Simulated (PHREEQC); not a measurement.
Synthetic water in mg/L, 20 °C, pH 4.03, pe 11.3:

| constituent | mg/L |
|---|---|
| Na | 684 |
| K | 7.97 |
| Ca | 646 |
| Mg | 70 |
| Cl | 544 |
| S(6) as SO4 | 2550 |
| Cu(2) | 9.09 |
| Br | 2.24 |
| Al | 1.55 |

Cl is adjusted to close the charge balance.
Valence states are taken as typed.

Model: ion-association model, phreeqc.dat, run in PHREEQC.

Precipitation was switched off in this run.

Task: Estimate the ionic strength, specific conductance.

Result: ionic strength 0.0857 mol/kgw; specific conductance 4880 µS/cm.

Task: In which forms is S present?

Result: SO4-2 71 %, CaSO4 21 %, MgSO4 4.2 %, NaSO4- 3.9 % of the S.

The solution is supersaturated, for example in Gypsum, so a real one may precipitate; this is no full list.
